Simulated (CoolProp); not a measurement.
The numbers come from the reference Helmholtz-energy equation of state, Leachman 2009 in CoolProp.

Task: Give the vapour pressure (bar), vapour density (kg/m³), liquid cp (kJ/(kg K)), liquid viscosity (µPa s) of saturated normal hydrogen at 25.3, 27 K.

Result: 
| T (K) | p (bar) | vapour density (kg/m³) | liquid cp (kJ/(kg K)) | liquid viscosity (µPa s) |
|---|---|---|---|---|
| 25.3 | 3.42 | 4.14 | 13.6 | 9.25 |
| 27 | 4.78 | 5.81 | 16.0 | 8.16 |

Viscosity comes from a separate model (Muzny 2013).
